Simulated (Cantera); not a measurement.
An isothermal, constant-pressure homogeneous reactor starts with 17.9 % CH₄, 82.1 % H₂O, at 1575 K and 5.00 bar.

Model: GRI-Mech 3.0 (53 species, 325 reactions), integrated in Cantera.

One state of this run: x CH₄ = 0.0805; x H₂O = 0.739; x OH = 1.17e-6; x CH₃ = 7.11e-5; x C₂H₂ = 0.0330; x CO = 0.00639. x: mole fraction; the columns are a selection and need not sum to one.

Which value of t (s) does it belong to?
A) 2.00e-5
B) 14.5
C) 0.0447
D) 0.000138

C, 0.0447
